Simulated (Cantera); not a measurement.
Feed: 1 mol PbO, 0.11 mol H2O, 0.011 mol O2, equilibrated at 1.00 bar.

Equilibrium computed with Cantera from the NASA thermochemical tables; the gas is ideal and each condensed phase is pure. Candidate condensed phases: H2O, Pb, PbO, PbO2, Pb3O4; 12 gas species. Gases not in the tables: (PbO)n polymers. The numbers say what is thermodynamically allowed, not how fast it happens.

Which condensed phases are stable at each of these points (T (°C)): 825, 900, 975, 1050, 1125, 1200, 1275?


```json
[
 {"T (°C)": "825", "condensed phases": "PbO(yellow)", "Pb condensed (%)": "100.0"},
 {"T (°C)": "900", "condensed phases": "PbO(l)", "Pb condensed (%)": "100.0"},
 {"T (°C)": "975", "condensed phases": "PbO(l)", "Pb condensed (%)": "100.0"},
 {"T (°C)": "1050", "condensed phases": "PbO(l)", "Pb condensed (%)": "100.0"},
 {"T (°C)": "1125", "condensed phases": "PbO(l)", "Pb condensed (%)": "100.0"},
 {"T (°C)": "1200", "condensed phases": "PbO(l)", "Pb condensed (%)": "99.9"},
 {"T (°C)": "1275", "condensed phases": "PbO(l)", "Pb condensed (%)": "99.8"}
]
```

At 825 °C the condensed part is PbO(yellow). From 900 °C to 1275 °C the condensed part is PbO(l).
